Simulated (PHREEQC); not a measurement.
Consider water at 91 °C with 1.1 mmol/kgw HF, 0.05 mmol/kgw (CH3)4NF, 0.26 mmol/kgw H2SiF6 and 0.83 mmol/kgw H2SO4. Closed to the air; pH follows from the charge balance.

Equilibrium calculation in PHREEQC: ion-association model, phreeqc.dat.

| quantity | before | after |
|---|---|---|
| pH | 2.83 | 2.80 |
| F- (mol/kgw) | 0.000303 | 0.000405 |
| HF2- (mol/kgw) | 3.00e-6 | 5.67e-6 |
| H3SiO4- (mol/kgw) | 1.29e-10 | 1.22e-10 |
| SI of Quartz (SiO2) | -0.40 | -0.40 |

Problem. Name the change that produced these shifts.
A) HF from 0.0011 to 0.0022 mol/kgw
B) H2SiF6 from 0.00026 to 5.2e-05 mol/kgw
C) H2SO4 left out
D) 7e-05 mol/kgw Ca(OH)2 added
E) diluted 5-fold with water

Solution. A, HF from 0.0011 to 0.0022 mol/kgw

No solid was allowed to form. (CH3)4N+ isn't in the database: it is added as a free cation with an ion size of 4 Å. Constants without temperature data keep their 25 °C values here. SiF6-2 is the database's only silicon fluoride.
